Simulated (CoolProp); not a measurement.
Properties of dodecamethylcyclohexasiloxane (D6) along the isobar 0.101 MPa.

Values from CoolProp's reference Helmholtz-energy equation of state, Colonna 2008. It is a short technical equation, of lower accuracy than the large ones.

| T (°C) | phase | Z | cv (kJ/(kg K)) | speed of sound (m/s) | expansivity (1/kK) |
|---|---|---|---|---|---|
| 235.15 | liquid | 0.01478 | 1.803 | 334.4 | ___ |
| 242.55 | liquid | 0.01479 | 1.815 | 321.5 | 2.079 |
| 250.05 | gas | 0.9072 | 1.774 | 90.07 | 2.597 |
| 257.45 | gas | 0.9116 | 1.788 | 91.18 | 2.522 |
| 264.95 | gas | 0.9158 | ___ | ___ | ___ |
| 272.35 | gas | 0.9197 | 1.815 | 93.31 | 2.387 |
| 279.85 | gas | 0.9234 | 1.828 | 94.34 | 2.326 |
| 287.25 | gas | 0.9269 | 1.841 | 95.34 | 2.270 |
| 294.75 | gas | 0.9301 | 1.854 | 96.32 | 2.216 |
| 302.15 | gas | 0.9332 | 1.867 | 97.27 | 2.167 |
| 309.65 | gas | ___ | 1.879 | 98.22 | 2.119 |
| 317.05 | gas | 0.9388 | 1.892 | 99.13 | 2.075 |
| 324.55 | gas | 0.9414 | 1.904 | 100.0 | 2.032 |
| 331.95 | gas | ___ | 1.916 | 100.9 | 1.992 |
| 339.45 | gas | 0.9462 | 1.928 | 101.8 | 1.954 |
| 346.85 | gas | 0.9484 | 1.940 | 102.6 | 1.917 |

Question: What belongs in the gaps?

Answer: 
- 235.15, expansivity (1/kK): 1.988
- 264.95, cv (kJ/(kg K)): 1.802
- 264.95, speed of sound (m/s): 92.27
- 264.95, expansivity (1/kK): 2.451
- 309.65, Z: 0.9361
- 331.95, Z: 0.9438
